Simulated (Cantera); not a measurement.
A perfectly stirred reactor is fed with CH4 : N2 = 1 : 15 (molar parts), at 760 Torr; it is held at 1800 K, and followed from long to short residence time.

Computed with Cantera and GRI-Mech 3.0 (53 species, 325 reactions). GRI-Mech 3.0 stops at C3 and has no aromatics, soot or wall deposition, so with more carbon than oxygen in the feed, carbon stays in small species such as C2H2 where larger ones or solid carbon would form.

What does this change do: pressure from 760 Torr to 180 Torr?


| quantity | before | after |
|---|---|---|
| x(CH4) at τ = 1.30 s | 0.00241 | 0.00273 |
| x(H2) at τ = 1.30 s | 0.0847 | 0.0841 |
| x(C2H) at τ = 1.30 s | 2.94e-7 | 5.59e-7 |
| x(CH3) at τ = 1.30 s | 5.78e-5 | 0.000124 |
| x(H) at τ = 1.30 s | 0.000101 | 0.000192 |
| x(CH4) at τ = 20.0 ms | 0.0181 | 0.0238 |
| x(H2) at τ = 20.0 ms | 0.0620 | 0.0531 |
| x(C2H) at τ = 20.0 ms | 2.06e-7 | 2.77e-7 |
| x(CH3) at τ = 20.0 ms | 0.000404 | 0.000818 |
| x(H) at τ = 20.0 ms | 7.15e-5 | 9.80e-5 |
